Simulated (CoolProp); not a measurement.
Vapour-liquid equilibrium of CH2F2 (R32) (1) + dimethyl ether (2) at 0.258 MPa; x and y are mole fractions of (1).

The numbers come from the multi-fluid Helmholtz-energy mixture model, Tillner-Roth 1997 and Wu 2011; pair parameters Bell 2016 in CoolProp.

```csv
x,"bubble temperature, mixture model (K)","bubble temperature, Raoult's law (K)","y, mixture model","y, Raoult's law"
0.05,269.9,269.4,?,0.140
0.15,?,264.6,0.329,0.356
0.25,?,260.5,0.493,0.514
0.35,?,257.0,?,0.634
0.45,253.9,253.9,?,0.727
0.55,251.0,251.1,0.794,0.801
0.65,?,248.7,0.854,0.861
0.75,246.3,246.5,0.903,0.910
0.85,244.4,244.5,0.944,0.950
0.95,242.6,242.6,?,0.985
```

Some entries are withheld; supply them.


- 0.05, y, mixture model: 0.121
- 0.15, bubble temperature, mixture model (K): 265.3
- 0.25, bubble temperature, mixture model (K): 261.1
- 0.35, bubble temperature, mixture model (K): 257.3
- 0.35, y, mixture model: 0.621
- 0.45, y, mixture model: 0.718
- 0.65, bubble temperature, mixture model (K): 248.5
- 0.95, y, mixture model: 0.982

The largest gap from Raoult's law is +0.7 K in bubble temperature, at x = 0.15. No azeotrope shows between x = 0.05 and 0.95.

The pair parameters rest on a limited set of measurements; away from them the model extrapolates. The gap from Raoult's law changes sign with composition, which may be real or a fault of the pair parameters; it wasn't checked against measurements.
